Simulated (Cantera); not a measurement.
Feed: 1 mol Cu₂O, 0.92 mol CH₄, 1.5 mol H₂.

Cantera equilibrium calculation (NASA polynomials, part measured and part estimated; ideal gas, pure solids and liquids). Candidate condensed phases: C, C₆H₆, C₇H₈, C₈H₁₈, Cu, CuO, Cu(OH)₂, Cu₂O, H₂O; 113 gas species. Kinetics and transport are ignored.

Q: What condenses at these points (T in K, P in Pa): (1675, 1000000); (1375, 13000); (1525, 42); (2125, 10); (925, 240000); (1525, 180)?

A: 
| T (K) | P in Pa | condensed phases | Cu condensed (%) |
|---|---|---|---|
| 1675 | 1000000 | Cu | 100.0 |
| 1375 | 13000 | Cu | 100.0 |
| 1525 | 42 | Cu | 93.5 |
| 2125 | 10 | gas only | 0.0 |
| 925 | 240000 | C + Cu | 100.0 |
| 1525 | 180 | Cu | 98.5 |
